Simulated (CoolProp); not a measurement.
Properties of oxygen along the isobar 249 bar.

Computed with CoolProp (reference Helmholtz-energy equation of state, Schmidt 1985). Above 300 K oxygen's equation is extrapolated.

```csv
T (K),phase,cv (kJ/(kg K)),Prandtl number
137.2,liquid,0.8431,1.49
175,supercritical,0.7864,1.37
212.8,supercritical,0.7516,1.25
250.6,supercritical,0.7228,1.05
288.4,supercritical,0.7064,0.928
326.2,supercritical,0.7004,0.863
364.1,supercritical,0.7007,0.823
401.9,supercritical,0.7052,0.799
439.7,supercritical,0.7123,0.785
477.5,supercritical,0.7211,0.776
```

Viscosity comes from a separate model (Lemmon 2004). Thermal conductivity comes from a separate model (Lemmon 2004).
